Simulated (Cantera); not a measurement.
An isothermal, constant-pressure homogeneous reactor starts with 90.1 % N2O, 9.91 % O2, at 1575 K and 1.10 bar.

Detailed kinetics in Cantera: GRI-Mech 3.0 (53 species, 325 reactions). GRI-Mech 3.0 was tuned for natural gas; its chemistry of N2O as a main component is partial and can be far from experiment. The temperature is held fixed by assumption; the heat of reaction is taken as removed at once.

One state of this run: x N2O = 0.00197; x O2 = 0.305; x NO2 = 0.000819; x N2 = 0.547; x NO = 0.146. x: mole fraction; the columns are a selection and need not sum to one.

**Question.** Which value of t (s) does it belong to?
(A) 0.00132
(B) 0.000363
(C) 0.0628
(D) 0.00477

**Answer.** C, 0.0628
